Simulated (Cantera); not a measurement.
Charge: 1 mol AlN, 0.4 mol H2, held at 2525 K and 0.100 bar.

Method: chemical equilibrium by Gibbs-energy minimisation in Cantera with the NASA 1993 tables (ideal gas, pure condensed phases). Candidate condensed phases: Al, AlN; 13 gas species. The numbers say what is thermodynamically allowed, not how fast it happens.

Base state: Al 0.509, N2 0.259, H2 0.185, H 0.0381, AlH 0.00777, Al2 0.000903 (mole fractions); condensed: gas only.

Problem. What changes in the equilibrium state with this change: temperature from 2525 K to 2925 K?

Solution. 
| species | before | after |
|---|---|---|
| Al | 0.509 | 0.486 |
| N2 | 0.259 | 0.245 |
| H | 0.0381 | 0.139 |
| H2 | 0.185 | 0.125 |
| N | 5.92e-7 | 1.33e-5 |
| Al2 | 0.000903 | 0.000265 |
